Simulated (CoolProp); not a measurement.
Properties of CH2F2 (R32) along the isobar 0.212 MPa.

Computed with CoolProp (reference Helmholtz-energy equation of state, Tillner-Roth 1997).

| T (K) | phase | cv (kJ/(kg K)) | Prandtl number |
|---|---|---|---|
| 264.7 | gas | 0.6700 | 0.912 |
| 277.8 | gas | 0.6737 | 0.880 |
| 290.9 | gas | 0.6829 | 0.858 |
| 304 | gas | 0.6956 | 0.842 |
| 317.1 | gas | 0.7107 | 0.829 |
| 330.2 | gas | 0.7277 | 0.818 |
| 343.3 | gas | 0.7458 | 0.808 |
| 356.4 | gas | 0.7649 | 0.800 |
| 369.5 | gas | 0.7847 | 0.792 |
| 382.6 | gas | 0.8048 | 0.784 |
| 395.7 | gas | 0.8251 | 0.777 |
| 408.8 | gas | 0.8456 | 0.769 |
| 421.9 | gas | 0.8660 | 0.762 |
| 435 | gas | 0.8864 | 0.754 |

Viscosity comes from a separate model (Bell 2016), an estimate that may be off by 10 % or more. Thermal conductivity comes from a separate model (Huber 2003), an estimate that may be off by 10 % or more.
